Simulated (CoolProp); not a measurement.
Vapour pressure (kPa) of n-nonane: the reference equation beside estimates from Tc = 594.5 K, pc = 2282 kPa, ω = 0.443.

Model: reference Helmholtz-energy equation of state, Lemmon 2006, in CoolProp. It is a short technical equation, of lower accuracy than the large ones.

```json
[
 {"T (K)": "377.3", "reference": "24.42", "Lee-Kesler": "24.08", "van der Waals": "272.0", "Redlich-Kwong": "82.23", "Soave-Redlich-Kwong": "24.14"},
 {"T (K)": "388.1", "reference": "35.25", "Lee-Kesler": "34.92", "van der Waals": "317.2", "Redlich-Kwong": "107.5", "Soave-Redlich-Kwong": "34.96"},
 {"T (K)": "398.9", "reference": "49.67", "Lee-Kesler": "49.41", "van der Waals": "367.1", "Redlich-Kwong": "138.0", "Soave-Redlich-Kwong": "49.41"},
 {"T (K)": "409.7", "reference": "68.46", "Lee-Kesler": "68.35", "van der Waals": "422.0", "Redlich-Kwong": "174.5", "Soave-Redlich-Kwong": "68.31"},
 {"T (K)": "420.5", "reference": "92.49", "Lee-Kesler": "92.64", "van der Waals": "482.0", "Redlich-Kwong": "217.6", "Soave-Redlich-Kwong": "92.57"},
 {"T (K)": "431.3", "reference": "122.7", "Lee-Kesler": "123.2", "van der Waals": "547.4", "Redlich-Kwong": "267.7", "Soave-Redlich-Kwong": "123.2"},
 {"T (K)": "442.1", "reference": "160.2", "Lee-Kesler": "161.2", "van der Waals": "618.2", "Redlich-Kwong": "325.7", "Soave-Redlich-Kwong": "___"},
 {"T (K)": "452.9", "reference": "205.9", "Lee-Kesler": "207.5", "van der Waals": "694.7", "Redlich-Kwong": "391.9", "Soave-Redlich-Kwong": "208.0"},
 {"T (K)": "463.7", "reference": "261.2", "Lee-Kesler": "263.5", "van der Waals": "776.9", "Redlich-Kwong": "467.1", "Soave-Redlich-Kwong": "264.5"},
 {"T (K)": "474.5", "reference": "327.1", "Lee-Kesler": "330.2", "van der Waals": "865.1", "Redlich-Kwong": "551.7", "Soave-Redlich-Kwong": "332.1"},
 {"T (K)": "485.3", "reference": "405.1", "Lee-Kesler": "409.0", "van der Waals": "959.4", "Redlich-Kwong": "646.4", "Soave-Redlich-Kwong": "___"},
 {"T (K)": "496.1", "reference": "496.5", "Lee-Kesler": "501.3", "van der Waals": "1060", "Redlich-Kwong": "751.6", "Soave-Redlich-Kwong": "506.4"},
 {"T (K)": "506.9", "reference": "602.9", "Lee-Kesler": "608.5", "van der Waals": "1167", "Redlich-Kwong": "867.9", "Soave-Redlich-Kwong": "615.9"},
 {"T (K)": "517.7", "reference": "725.7", "Lee-Kesler": "732.1", "van der Waals": "1280", "Redlich-Kwong": "___", "Soave-Redlich-Kwong": "742.5"}
]
```

Question: Fill in the missing entries.

Answer: 
- 442.1, Soave-Redlich-Kwong: 161.3
- 485.3, Soave-Redlich-Kwong: 412.3
- 517.7, Redlich-Kwong: 995.8

Absolute difference from the reference over all 14 rows, mean and median: Lee-Kesler 0.8 and 0.9 %, van der Waals 360.1 and 261.6 %, Redlich-Kwong 111.5 and 96.8 %, Soave-Redlich-Kwong 1.1 and 1.1 %.
